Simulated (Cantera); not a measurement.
An isothermal, constant-pressure homogeneous reactor starts with 3.45 % CH₄, 96.6 % H₂, at 2023 K and 0.375 Torr.

Detailed kinetics in Cantera: GRI-Mech 3.0 (53 species, 325 reactions). GRI-Mech 3.0 stops at C3 and has no aromatics, soot or wall deposition, so with more carbon than oxygen in the feed, carbon stays in small species such as C2H2 where larger ones or solid carbon would form. Radical loss at walls, strong at low pressure, is not modelled.

One state of this run: x CH₄ = 1.94e-5; x H₂ = 0.956; x CH₃ = 1.10e-5; x C₂H₂ = 0.0164; x C₂H₄ = 1.97e-7; x H = 0.0275. x: mole fraction; the columns are a selection and need not sum to one.

### Question
Which value of t (s) does it belong to?
A) 0.0273
B) 9.34
C) 0.906
D) 30.0

### Answer
D, 30.0
